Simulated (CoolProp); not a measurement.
A single-stage vapour-compression cycle with R410A: evaporating at 279.15 K (dew point), condensing at 334.15 K (bubble point), superheat 0 K, subcooling 2 K, compressor efficiency 0.65, no pressure losses. Each further row changes one setting.

The numbers come from the reference Helmholtz-energy equation of state, Lemmon 2003 in CoolProp. It is a pseudo-pure fit of the blend.

| case | cooling COP | pressure ratio | discharge temperature (K) | refrigerating effect (kJ/kg) | volumetric capacity (kJ/m³) |
|---|---|---|---|---|---|
| as stated | 2.01 | 4.08 | 371.2 | 118 | 4370 |
| evaporating temperature 284.15 K | 2.31 | 3.52 | 366.9 | 119 | 5160 |
| condensing temperature 329.15 K | 2.39 | 3.66 | 363.4 | 129 | 4780 |
| subcooling 7 K | 2.22 | 4.08 | 371.2 | 131 | 4830 |
| superheat 10 K | 2.04 | 4.08 | 383.3 | 129 | 4460 |
| compressor efficiency 0.55 | 1.70 | 4.08 | 379.2 | 118 | 4370 |
